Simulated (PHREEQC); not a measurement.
PHREEQC input (Pitzer model, pitzer.dat):

```
SOLUTION 1
  temp 25
  units mol/kgw
  pH 7 charge
  S(6) 0.1735
  Mg 0.0085
  Na 0.051
  Cl 0.021
  K 0.3
END
USE solution 1
INCREMENTAL_REACTIONS false
REACTION 1
  H2O -1
  0 9.886 18.011 24.689 30.178 34.689 38.397 41.444
  43.949 46.007 47.699 49.089 50.232 51.172 51.944 52.578
  53.1 53.528 53.88 54.17 54.408 54.603 54.764 54.896
  55.005 55.094 55.168 55.228 moles
EQUILIBRIUM_PHASES 1
  Arcanite 0 0
  Bischofite 0 0
  Bloedite 0 0
  Brucite 0 0
  Carnallite 0 0
  Epsomite 0 0
  Glaserite 0 0
  Halite 0 0
  Hexahydrite 0 0
  Kainite 0 0
  Kieserite 0 0
  Leonite 0 0
  Mirabilite 0 0
  Misenite 0 0
  Schoenite 0 0
  Sylvite 0 0
  Thenardite 0 0
  MgCl2_4H2O 0 0
SELECTED_OUTPUT 1
  -reset false
  -pH true
  -pe true
  -ionic_strength true
  -water true
  -activities H2O
  -totals Cl K Mg Na S
  -molalities H+ Na+ K+ Mg+2 Cl- SO4-2 OH- HSO4- MgOH+
  -equilibrium_phases Arcanite Bischofite Bloedite Brucite Carnallite Epsomite Glaserite Halite Hexahydrite Kainite
    Kieserite Leonite Mirabilite Misenite Schoenite Sylvite Thenardite MgCl2_4H2O
PRINT
  -reset false
END
```

Selected output (columns that matter, 26 of 28 rows; water left (kg) added in front):

```
water left (kg)	pH	mu	Cl	K	Mg	Na	S	m_H+	m_Na+	m_K+	la_H2O	Arcanite	Glaserite	Schoenite
1	7.2572	0.55	0.021	0.3	0.0085	0.051	0.1735	1.0305e-07	0.051	0.3	-0.003248	0	0	0
0.821894	7.2686	0.66919	0.025551	0.36501	0.010342	0.062052	0.2111	1.044e-07	0.062052	0.36501	-0.0038911	0	0	0
0.675514	7.2793	0.8142	0.031087	0.44411	0.012583	0.075498	0.25684	1.0578e-07	0.075498	0.44411	-0.0046591	0	0	0
0.555203	7.2894	0.99063	0.037824	0.54034	0.01531	0.091858	0.3125	1.0703e-07	0.091858	0.54034	-0.0055762	0	0	0
0.456313	7.2986	1.2053	0.046021	0.65744	0.018628	0.11177	0.38022	1.0793e-07	0.11177	0.65744	-0.0066718	0	0	0
0.375043	7.307	1.4665	0.055994	0.79991	0.022664	0.13598	0.46261	1.0808e-07	0.13598	0.79991	-0.0079821	0	0	0
0.30824	7.3146	1.7843	0.068129	0.97327	0.027576	0.16546	0.56287	1.0693e-07	0.16546	0.97327	-0.0095537	0	0	0
0.208215	7.3163	2.4723	0.10086	1.328	0.040823	0.24494	0.77688	1.0187e-07	0.24494	1.328	-0.012939	0.011742	0	0
0.171138	7.2935	2.5933	0.12271	1.3393	0.049668	0.29801	0.80696	1.05e-07	0.29801	1.3393	-0.013589	0.035398	0	0
0.140655	7.2677	2.7395	0.1493	1.3524	0.060432	0.36259	0.84325	1.0841e-07	0.36259	1.3524	-0.014382	0.054893	0	0
0.115613	7.2385	2.916	0.18164	1.3673	0.073521	0.44113	0.88694	1.1204e-07	0.44113	1.3673	-0.015349	0.070959	0	0
0.0950203	7.2055	3.129	0.22101	1.3844	0.089455	0.53673	0.9395	1.1578e-07	0.53673	1.3844	-0.016531	0.084228	0	0
0.0780853	7.1683	3.3859	0.26894	1.4035	0.10886	0.65313	1.0027	1.195e-07	0.65313	1.4035	-0.017982	0.095205	0	0
0.0641769	7.1264	3.6949	0.32722	1.4245	0.13245	0.79468	1.0784	1.2295e-07	0.79468	1.4245	-0.019766	0.10429	0	0
0.0527548	7.0789	4.0663	0.39807	1.4471	0.16112	0.96674	1.169	1.2586e-07	0.96674	1.4471	-0.021972	0.11183	0	0
0.0433504	7.0248	4.5133	0.48442	1.471	0.19608	1.1765	1.2776	1.2784e-07	1.1765	1.471	-0.024726	0.11812	0	0
0.0356396	6.9625	4.702	0.58923	1.4858	0.2385	1.2092	1.2914	1.3649e-07	1.2092	1.4858	-0.026384	0.11167	0.0079037	0
0.0292979	6.8925	4.8576	0.71677	1.5016	0.29012	1.202	1.2836	1.4777e-07	1.202	1.5016	-0.028079	0.10433	0.015783	0
0.0240733	6.8137	5.047	0.87234	1.521	0.35309	1.1929	1.2739	1.6058e-07	1.1929	1.521	-0.03022	0.098268	0.022283	0
0.0162724	6.6245	5.5532	1.2905	1.5731	0.52236	1.1663	1.2468	1.9181e-07	1.1663	1.5731	-0.036369	0.089169	0.032022	0
0.0133718	6.5095	5.8887	1.5705	1.6076	0.63567	1.1467	1.2275	2.1129e-07	1.1467	1.6076	-0.04081	0.085751	0.035667	0
0.0109937	6.3777	6.2925	1.9102	1.6489	0.77317	1.121	1.2031	2.3432e-07	1.121	1.6489	-0.046554	0.082922	0.038676	0
0.00902993	6.2243	6.7819	2.3256	1.6989	0.94131	1.0874	1.1717	2.6239e-07	1.0874	1.6989	-0.054119	0.080558	0.041181	0
0.0074265	6.0466	7.3689	2.8277	1.7589	1.1445	1.0442	1.1322	2.9714e-07	1.0442	1.7589	-0.064081	0.078601	0.043245	0
0.00599073	5.8739	7.6859	3.5054	1.8875	1.2604	1.0437	0.97336	3.4007e-07	1.0437	1.8875	-0.075947	0.076276	0.044747	0.000949
0.00479847	5.6706	8.036	4.3764	2.1152	1.359	1.0769	0.76686	4.0465e-07	1.0769	2.1152	-0.091736	0.074197	0.045833	0.0019787
```
